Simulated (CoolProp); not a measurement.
Vapour pressure (bar) of cyclohexane: the reference equation beside estimates from Tc = 553.6 K, pc = 40.81 bar, ω = 0.209.

The numbers come from the reference Helmholtz-energy equation of state, Zhou 2014 in CoolProp.

```
T (K)  reference  van der Waals  Redlich-Kwong  Soave-Redlich-Kwong  Peng-Robinson
-----  ---------  -------------  -------------  -------------------  -------------
414.9      4.672          11.49          6.189                4.687          4.644
421.7      5.372          12.42          7.007                5.394          5.340
428.6      6.159          13.42          7.911                6.191          6.124
435.4      7.016          14.45          8.879                7.059          6.977
442.3      7.972          15.55          9.942                8.028          7.932
449.1      9.004          16.68          11.07                9.077          8.965
455.9      10.13          17.86          12.29                10.22          10.10
462.8      11.38          19.11          13.61                11.49          11.35
469.6      12.72          20.40          15.01                12.85          12.69
476.5      14.19          21.76          16.52                14.35          14.17
483.3      15.75          23.15          18.11                15.94          15.75
```

Absolute difference from the reference over all 11 rows, mean and median: van der Waals 89.7 and 85.3 %, Redlich-Kwong 23.3 and 22.9 %, Soave-Redlich-Kwong 0.8 and 0.8 %, Peng-Robinson 0.4 and 0.4 %.
